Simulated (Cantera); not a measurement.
Feed: 1 mol Si, 14 mol HCl, 1.7 mol NF3, at 0.0135 Torr.

Cantera equilibrium calculation (NASA polynomials, part measured and part estimated; ideal gas, pure solids and liquids). Candidate condensed phases: NH4Cl, Si, Si3N4; 49 gas species. Kinetics and transport are ignored. All values below are at 1200 K.

Base state: HCl 0.763, HF 0.0651, Cl 0.0594, SiF4 0.0592, N2 0.0503, Cl2 0.00284 (mole fractions); condensed: gas only.

### Question
What changes in the equilibrium state with this change: HCl from 14 to 2 mol?

### Answer
| species | before | after |
|---|---|---|
| HF | 0.0651 | 0.228 |
| SiF4 | 0.0592 | 0.207 |
| HCl | 0.763 | 0.186 |
| Cl2 | 0.00284 | 0.0253 |
| N2 | 0.0503 | 0.176 |
| Cl | 0.0594 | 0.177 |
